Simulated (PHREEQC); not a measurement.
Consider water at 25 °C with 0.001 mol TMAH per kg of water. Closed to the air; pH follows from the charge balance.

All values are PHREEQC results (ion-association model, phreeqc.dat), not measurements.

No solid was allowed to form.

### Question
What pH does the model give?

### Answer
pH 10.98.

Complexes and solids missing from the database can't appear. (CH3)4N+ isn't in the database: it is added as a free cation with an ion size of 4 Å.
